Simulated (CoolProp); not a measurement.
Vapour-liquid equilibrium of R113 (1) + acetone (2) at 0.0304 MPa; x and y are mole fractions of (1).

Values from CoolProp's multi-fluid Helmholtz-energy mixture model, Marx 1992 and Lemmon 2006; pair parameters Bell 2016.

```tsv
x	bubble temperature, mixture model (°C)	bubble temperature, Raoult's law (°C)	y, mixture model	y, Raoult's law
0.05	21.8	24.2	0.162	0.072
0.2	16.6	22.7	0.418	0.269
0.35	14.3	21.2	0.536	0.444
0.5	13.2	19.8	0.609	0.598
0.65	12.8	18.4	0.673	0.735
0.8	13.0	17.1	0.756	0.857
0.95	14.4	15.9	0.910	0.966
```

The largest gap from Raoult's law is -6.9 K in bubble temperature, at x = 0.35. y crosses x between x = 0.65 and 0.8: the model has an azeotrope there.

Pair parameters are fitted to limited data, so mixtures are less certain than the pure fluids.
